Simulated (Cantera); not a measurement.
Cantera run:

```python
import numpy as np
import cantera as ct

gas_names = [...]  # 103 gases of nasa_gas.yaml made of C, Cl, H
cond_names = """
    C(gr) C6H6(L) C7H8(L) C8H18(L),n-octa
""".split()


# ... load() reads the species with a 1 bar reference pressure and builds the phases ...
atoms = {
    'CH3Cl': {'C': 1, 'H': 3, 'CL': 1},
    'H2': {'H': 2},
}
top_T = {'C(gr)': 4500}  # K; cautious upper limits of use, not melting points


# ... equilibrate(T, P, feed) seeds the gas with the atoms and calls Mixture.equilibrate('TP', solver="vcs", rtol=1e-11, max_steps=5000) ...
results = []
feed = {'CH3Cl': 1, 'H2': 0.036}  # mol
P = 133.322  # Pa
for T in [2500, 2750, 3000, 3250, 3500, 3750, 4000, 4250, 4500, 4750, 5000]:
    mix = equilibrate(T, P, feed)
    results.append((T, P, feed, dict(zip(mix.species_names, mix.species_moles))))

top = {s: max(r[3][s] / sum(r[3][g] for g in gas_names) for r in results) for s in gas_names}
cols = sorted((s for s in top if top[s] > 1e-06), key=lambda s: -top[s])[:7]
seen = [c for c in cond_names if any(r[3].get(c, 0) > 1e-12 for r in results)]
print("log10 of partial pressures in bar; condensed amounts in mol")
print(f"{'T/K':>10s}" + "".join(f"{s[:9]:>10s}" for s in cols + seen))
for T, P, feed, n in results:
    ng = sum(n[g] for g in gas_names)
    print(f"{T:10.4g}" + "".join(f"{np.log10(max(n[s] / ng * P / 1e5, 1e-99)):10.3f}" for s in cols)
          + "".join(f"{n.get(c, 0):10.4g}" for c in seen))
```

Result:

```
log10 of partial pressures in bar; condensed amounts in mol
       T/K         H        H2        CL         C       HCL        C3        C2     C(gr)
      2500    -3.317    -3.435    -3.637    -6.779    -3.604    -6.304    -7.339    0.9779
      2750    -3.100    -3.869    -3.522    -5.423    -4.133    -4.773    -5.787    0.8088
      3000    -3.063    -4.522    -3.533    -4.493    -4.826    -4.101    -4.896         0
      3250    -3.063    -5.140    -3.546    -3.976    -5.450    -4.342    -4.680         0
      3500    -3.083    -5.708    -3.569    -3.682    -6.016    -4.999    -4.795         0
      3750    -3.091    -6.184    -3.578    -3.601    -6.489    -6.091    -5.242         0
      4000    -3.092    -6.590    -3.580    -3.586    -6.891    -7.214    -5.745         0
      4250    -3.093    -6.946    -3.580    -3.582    -7.245    -8.235    -6.209         0
      4500    -3.093    -7.263    -3.580    -3.581    -7.559    -9.150    -6.626         0
      4750    -3.093    -7.547    -3.580    -3.581    -7.841    -9.971    -7.001         0
      5000    -3.093    -7.803    -3.581    -3.582    -8.096   -10.712    -7.341         0
```

These are equilibrium values from Cantera (NASA tables, ideal gas, pure condensed phases), not measurements of a reactor. The tables' values for CCl are old estimates; treat these amounts as uncertain.
